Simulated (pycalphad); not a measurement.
All values are pycalphad results on the COST 507 light-alloy database (1999) (1 atm), not direct measurements. The data set is of 1999 and partly superseded. Amounts are mole fractions of atoms. Kinetics are ignored, which matters at the lower temperatures.

**Question.** Give the equilibrium state of Si-32.15C (at.%) at 650 K.

**Answer.** CSI, fraction 0.643, with 50.0 C at.%; diamond (Si), fraction 0.357, with <0.01 C at.%.

**Question.** Give the equilibrium state of Si-32.15C (at.%) at 2750 K.

**Answer.** CSI, fraction 0.612, with 50.0 C at.%; liquid, fraction 0.388, with 4.0 C at.%.

Database names, with the compositions (at.%) that they take in these runs: CSI: Si 50 C 50.
